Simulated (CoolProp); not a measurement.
n-butane at several states: density (kg/m³) from the reference equation and from simpler models built on Tc = 425.1 K, pc = 3796 kPa, ω = 0.201; each cubic takes its own stable root.

The numbers come from the reference Helmholtz-energy equation of state, Bücker 2006 in CoolProp.

```csv
T (K),p (kPa),phase,reference
505.3,30.9,gas,0.4281
534.4,7210,supercritical,135.3
336.4,161,gas,3.456
525,12000,supercritical,265.0
432,10800,supercritical,421.8
```

**Question.** How far does each simpler model (ideal gas, van der Waals, Redlich-Kwong, Soave-Redlich-Kwong, Peng-Robinson) lie from the reference over these 5 states: mean and median of the absolute difference, and the worst?

**Answer.** 
- ideal gas: mean 26.4 %, median 30.3 %, worst -58.6 % at 432 K and 10800 kPa
- van der Waals: mean 9.1 %, median 5.3 %, worst -26.8 % at 432 K and 10800 kPa
- Redlich-Kwong: mean 3.1 %, median 1.5 %, worst -9.6 % at 432 K and 10800 kPa
- Soave-Redlich-Kwong: mean 4.9 %, median 4.6 %, worst -10.0 % at 432 K and 10800 kPa
- Peng-Robinson: mean 0.7 %, median 0.0 %, worst -3.2 % at 525 K and 12000 kPa
